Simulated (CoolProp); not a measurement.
Vapour-liquid equilibrium of n-butane (1) + acetone (2) at 0.804 bar; x and y are mole fractions of (1).

Values from CoolProp's multi-fluid Helmholtz-energy mixture model, Bücker 2006 and Lemmon 2006; pair parameters Bell 2016.

```csv
x,"bubble temperature, mixture model (°C)","bubble temperature, Raoult's law (°C)","y, mixture model","y, Raoult's law"
0.05,27.1,42.9,0.592,0.255
0.15,6.4,32.1,0.853,0.563
0.25,-0.7,23.8,0.903,0.728
0.35,-3.1,17.2,0.918,0.825
0.45,-3.9,11.8,0.922,0.885
0.55,-4.0,7.3,0.923,0.924
0.65,-4.1,3.5,0.924,0.951
0.75,-4.4,0.2,0.929,0.971
0.85,-5.1,-2.7,0.941,0.985
0.95,-6.0,-5.2,0.972,0.996
```

The largest gap from Raoult's law is -25.7 K in bubble temperature, at x = 0.15. No azeotrope shows between x = 0.05 and 0.95.

The pair parameters rest on a limited set of measurements; away from them the model extrapolates. With so large a gap from Raoult's law the liquid may split in two, which this calculation doesn't test in full.
